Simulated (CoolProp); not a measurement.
A simple Rankine cycle with n-hexane: condensing at 318.15 K, boiler at 0.301 MPa, turbine inlet 421.2 K, turbine efficiency 0.6, pump efficiency 0.7, no recuperator. Each further row changes one setting.

The numbers come from the reference Helmholtz-energy equation of state, Thol 2019 in CoolProp.

```
case                             thermal efficiency (%)  net work (kJ/kg)  heat in (kJ/kg)  turbine exit temperature (K)  volume ratio over the turbine
-------------------------------  ----------------------  ----------------  ---------------  ----------------------------  -----------------------------
as stated                                           7.7              42.1              550                         397.6                           6.70
turbine inlet 441.2 K                               7.5              44.5              596                         417.9                           6.66
condensing temperature 310.15 K                     8.6                 ?              568                         394.3                           9.06
boiler pressure 0.211 MPa                             ?              35.0              553                         402.6                           4.65
turbine efficiency 0.5                              6.4              35.0              550                         401.0                              ?
```

Question: Some entries are withheld; supply them.

Answer: 
- condensing temperature 310.15 K, net work (kJ/kg): 48.8
- boiler pressure 0.211 MPa, thermal efficiency (%): 6.3
- turbine efficiency 0.5, volume ratio over the turbine: 6.76
